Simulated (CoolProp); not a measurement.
Model: reference Helmholtz-energy equation of state, Thol 2015, in CoolProp.

Question: For octamethylcyclotetrasiloxane (D4), give the phase and the density (kg/m³) at 620 K and 6.17 MPa; 620 K and 6.74 MPa.

Answer: 
- 620 K and 6.17 MPa: supercritical; density 566
- 620 K and 6.74 MPa: supercritical; density 576
